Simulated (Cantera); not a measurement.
A closed system holds: 1 mol SiHCl3, 95 mol N2, held at 0.00280 bar.

Method: chemical equilibrium by Gibbs-energy minimisation in Cantera with the NASA 1993 tables (ideal gas, pure condensed phases). Candidate condensed phases: NH4Cl, Si, Si3N4; 28 gas species. N2 is the only nitrogen source here; it is nearly inert below about 1500 K, so the nitride shown seldom forms there in practice. Kinetics and transport are ignored.

Task: Which condensed phases are stable at each of these points (T (K)): 1173, 1223, 1273, 1323, 1373, 1423, 1473, 1523, 1573, 1623, 1673, 1723, 1773?

Result: 
```
T (K)  condensed phases  Si condensed (%)
-----  ----------------  ----------------
1173           Si3N4(s)              46.7
1223           Si3N4(s)              43.3
1273           Si3N4(s)              35.8
1323           Si3N4(s)              23.5
1373           Si3N4(s)              10.0
1423           Si3N4(s)               0.2
1473           gas only               0.0
1523           gas only               0.0
1573           gas only               0.0
1623           gas only               0.0
1673           gas only               0.0
1723           gas only               0.0
1773           gas only               0.0
```

From 1173 K to 1423 K the condensed part is Si3N4(s). From 1473 K to 1773 K nothing is condensed.
